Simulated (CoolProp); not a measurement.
Vapour-liquid equilibrium of CHF3 (R23) (1) + sulfur hexafluoride (2) at 1080 kPa; x and y are mole fractions of (1).

Values from CoolProp's multi-fluid Helmholtz-energy mixture model, Penoncello 2003 and Guder 2009; pair parameters Bell 2016.

Q: Give the bubble temperature and the first vapour's composition at x = 0.35, 0.425, 0.8. Is there an azeotrope?

A: x = 0.35: 248.4 K, y = 0.546; x = 0.425: 247.1 K, y = 0.590; x = 0.8: 244.2 K, y = 0.804. y crosses x between x = 0.8 and 0.875: the model has an azeotrope there.

Pair parameters are fitted to limited data, so mixtures are less certain than the pure fluids.
